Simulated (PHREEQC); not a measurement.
## Copper plating or etch bath (model solution)

Solution (5 °C): 4 mmol/kgw Cu(BF4)2 and 0.53 mmol/kgw FeCl3. Closed to the air; pH follows from the charge balance.

All values are PHREEQC results (ion-association model, wateq4f.dat), not measurements.

Precipitation was switched off in this run.

Task: Estimate the pH, ionic strength.

Result: pH 2.77; ionic strength 0.0139 mol/kgw.

Task: In which forms is F present?

Result: BF4- 76 %, HF 7.9 %, BF3OH- 5.7 %, F- 4.9 %, FeF3 3.2 %, FeF2+ 1.2 % of the F.

Saturation is exceeded, for instance for Hematite (slow to form); the values hold only as long as no solid forms. Species that the database lacks are ignored. Constants without temperature data keep their 25 °C values here. Real BF4- forms and hydrolyses slowly; the run takes it at equilibrium. Fluoro complexes past AlF4- and FeF3 are missing from the database.
